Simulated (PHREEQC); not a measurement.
Dissolve 0.0029 mol/kgw Al2(SO4)3, 0.14 mol/kgw CuCl2 and 0.00018 mol/kgw NaCl at 10 °C. Closed to the air; pH follows from the charge balance.

Computed with PHREEQC (ion-association model, phreeqc.dat).

Each row changes one thing in this solution. Precipitation was switched off in this run.

| case | pH | ionic strength (mol/kgw) | Cl- (mol/kgw) | Cu+2 (mol/kgw) | CuCl+ (mol/kgw) | Al+3 (mol/kgw) | SI of Gibbsite (Al(OH)3) | SI of Halite (NaCl) |
|---|---|---|---|---|---|---|---|---|
| as made | 4.12 | 0.415 | 0.268 | 0.124 | 0.0112 | 0.00444 | -0.00 | -6.19 |
| temperature from 10 to 5 °C | 4.18 | 0.421 | 0.271 | [?] | 0.00876 | 0.00450 | -0.11 | -6.18 |
| temperature from 10 to 80 °C | 3.31 | 0.271 | 0.194 | 0.0563 | 0.0751 | 0.00314 | +0.89 | -6.39 |
| diluted 5-fold with water | 4.40 | 0.0871 | 0.0552 | 0.0265 | 0.000769 | 0.000919 | [?] | -7.47 |
| 0.0035 mol/kgw H2SO4 added | 2.30 | 0.417 | 0.268 | [?] | 0.0110 | 0.00416 | -5.49 | -6.19 |
| CuCl2 from 0.14 to 0.7 mol/kgw | 4.06 | 1.76 | 1.21 | 0.526 | [?] | 0.00516 | -0.37 | -5.54 |
| diluted 2-fold with water | [?] | 0.213 | 0.136 | 0.0644 | 0.00357 | 0.00227 | +0.19 | -6.74 |

Problem. Some entries are withheld; supply them.

Solution. 
- temperature from 10 to 5 °C, Cu+2 (mol/kgw): 0.127
- diluted 5-fold with water, SI of Gibbsite (Al(OH)3): +0.45
- 0.0035 mol/kgw H2SO4 added, Cu+2 (mol/kgw): 0.123
- CuCl2 from 0.14 to 0.7 mol/kgw, CuCl+ (mol/kgw): 0.151
- diluted 2-fold with water, pH: 4.24

The ionic strength passes 0.7 mol/kgw, the rough limit of the ion-association models, in CuCl2 from 0.14 to 0.7 mol/kgw. Species that the database lacks are ignored. Some of these states are supersaturated (in Gibbsite (slow to form), for instance). At this temperature some constants are extrapolated from 25 °C, and those without enthalpy data are left unchanged.
